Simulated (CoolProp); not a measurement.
Vapour-liquid equilibrium of R143a (1) + isobutene (2) at 0.386 MPa; x and y are mole fractions of (1).

Model: multi-fluid Helmholtz-energy mixture model, Lemmon and Jacobsen 2000 and Lemmon 2005; pair parameters Bell 2016, in CoolProp.

```csv
x,bubble temperature (K),y at the bubble point,dew temperature at overall composition x (K),liquid density (mol/L)
0.05,295.9,0.275,304.4,10.56
0.125,285.6,0.500,301.7,10.83
0.2,279.1,0.619,298.9,11.04
0.275,274.7,0.690,295.9,11.20
0.35,271.7,0.737,292.7,11.34
0.425,269.3,0.773,289.3,11.48
0.5,267.5,0.802,285.6,11.61
0.575,265.9,0.829,281.6,11.75
0.65,264.4,0.854,277.2,11.90
0.725,263.1,0.880,272.4,12.05
0.8,261.9,0.907,267.6,12.22
0.875,260.7,0.938,263.4,12.40
0.95,259.5,0.973,260.3,12.60
```

No azeotrope shows between x = 0.05 and 0.95.

Pair parameters are fitted to limited data, so mixtures are less certain than the pure fluids.
